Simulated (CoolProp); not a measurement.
Saturation properties of R115 (Tc = 353.1 K, pc = 3.129 MPa, ω = 0.248).

Model: reference Helmholtz-energy equation of state, Lemmon 2016, in CoolProp.

| T (K) | p (MPa) | liquid density (kg/m³) | vapour density (kg/m³) | enthalpy of vaporisation (kJ/kg) |
|---|---|---|---|---|
| 255.2 | 0.2396 | 1469 | 18.95 | 116.7 |
| 261.6 | 0.3010 | 1445 | 23.57 | 113.9 |
| 268 | 0.3736 | 1420 | 29.06 | 110.9 |
| 274.4 | 0.4585 | 1393 | 35.51 | 107.7 |
| 280.7 | 0.5555 | 1367 | 42.96 | 104.5 |
| 287.1 | 0.6688 | 1338 | 51.81 | 100.9 |
| 293.5 | 0.7984 | 1309 | 62.18 | 97.10 |
| 299.9 | 0.9457 | 1277 | 74.33 | 93.02 |
| 306.3 | 1.112 | 1244 | 88.65 | 88.59 |
| 312.6 | 1.297 | 1209 | 105.3 | 83.84 |

It boils at 233.9 K under 1 atm.
